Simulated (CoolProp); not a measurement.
Vapour-liquid equilibrium of R134a (1) + R1234ze(E) (2) at 1010 kPa; x and y are mole fractions of (1).

Computed with CoolProp (multi-fluid Helmholtz-energy mixture model, Tillner-Roth 1994 and Thol 2016; pair parameters Bell 2022).

```
x     bubble temperature (K)  y at the bubble point  dew temperature at overall composition x (K)  liquid density (mol/L)
----  ----------------------  ---------------------  --------------------------------------------  ----------------------
0.05                   322.7                  0.067                                         322.9                   9.489
0.2                    320.2                  0.247                                         320.9                   9.757
0.35                   318.3                  0.406                                         318.9                   10.02
0.5                    316.7                  0.551                                         317.2                   10.29
0.65                   315.3                  0.689                                         315.7                   10.57
0.8                    314.2                  0.823                                         314.4                   10.85
0.95                   313.2                  0.956                                         313.2                   11.15
```

No azeotrope shows between x = 0.05 and 0.95.

The pair parameters rest on a limited set of measurements; away from them the model extrapolates.
